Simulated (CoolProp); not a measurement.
A Linde-Hampson liquefier for ethylene: isothermal reversible compression at 320 K from 1 atm to 20 MPa, throttling to 1 atm, return gas leaving the recuperator 0 K below the feed. Each further row changes one setting.

Model: reference Helmholtz-energy equation of state, Smukala 2000, in CoolProp.

```csv
case,liquid yield per pass,compression work (kJ/kg of gas)
as stated,[?],418
high pressure 40 MPa,0.428,[?]
warm-end temperature 350 K,0.331,483
warm-end gap 5 K,[?],418
```

Q: Complete the blanks.

A: 
- as stated, liquid yield per pass: 0.416
- high pressure 40 MPa, compression work (kJ/kg of gas): 468
- warm-end gap 5 K, liquid yield per pass: 0.410
